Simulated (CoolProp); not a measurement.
n-heptane along the isotherm 326.85 °C: Z from the reference equation and from simpler models built on Tc = 268.1 °C, pc = 2.774 MPa, ω = 0.349; each cubic takes its own stable root.

The numbers come from the reference Helmholtz-energy equation of state, Span 2003 in CoolProp. It is a short technical equation, of lower accuracy than the large ones.

```json
[
 {"p (MPa)": "0.0877", "phase": "gas", "reference": "0.9924", "van der Waals": "0.9927", "Soave-Redlich-Kwong": "0.9926"},
 {"p (MPa)": "0.166", "phase": "gas", "reference": "0.9855", "van der Waals": "0.9861", "Soave-Redlich-Kwong": "0.9859"},
 {"p (MPa)": "0.315", "phase": "gas", "reference": "0.9723", "van der Waals": "0.9733", "Soave-Redlich-Kwong": "0.9732"},
 {"p (MPa)": "0.598", "phase": "gas", "reference": "0.9465", "van der Waals": "0.9483", "Soave-Redlich-Kwong": "0.9485"},
 {"p (MPa)": "1.13", "phase": "gas", "reference": "0.8958", "van der Waals": "?", "Soave-Redlich-Kwong": "0.9004"},
 {"p (MPa)": "2.15", "phase": "gas", "reference": "0.7883", "van der Waals": "0.7868", "Soave-Redlich-Kwong": "0.8015"},
 {"p (MPa)": "4.07", "phase": "supercritical", "reference": "0.5492", "van der Waals": "0.4731", "Soave-Redlich-Kwong": "0.5937"},
 {"p (MPa)": "7.72", "phase": "supercritical", "reference": "?", "van der Waals": "0.5628", "Soave-Redlich-Kwong": "0.5333"},
 {"p (MPa)": "14.6", "phase": "supercritical", "reference": "?", "van der Waals": "0.9058", "Soave-Redlich-Kwong": "?"},
 {"p (MPa)": "27.7", "phase": "supercritical", "reference": "1.140", "van der Waals": "1.533", "Soave-Redlich-Kwong": "?"}
]
```

**Question.** Fill in the missing entries.

**Answer.** 
- 1.13, van der Waals: 0.8982
- 7.72, reference: 0.4494
- 14.6, reference: 0.6856
- 14.6, Soave-Redlich-Kwong: 0.7661
- 27.7, Soave-Redlich-Kwong: 1.220
